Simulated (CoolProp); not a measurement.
Vapour-liquid equilibrium of m-xylene (1) + n-decane (2) at 326.2 K; x and y are mole fractions of (1).

Values from CoolProp's multi-fluid Helmholtz-energy mixture model, Zhou 2012 and Lemmon 2006; pair parameters Bell 2016.

Problem. Give the bubble pressure and the first vapour's composition at x = 0.5, 0.65, 0.95. Is there an azeotrope?

Solution. x = 0.5: 0.03005 bar, y = 0.818; x = 0.65: 0.03540 bar, y = 0.889; x = 0.95: 0.04623 bar, y = 0.987. No azeotrope shows between x = 0.05 and 0.95.

The pair parameters rest on a limited set of measurements; away from them the model extrapolates.
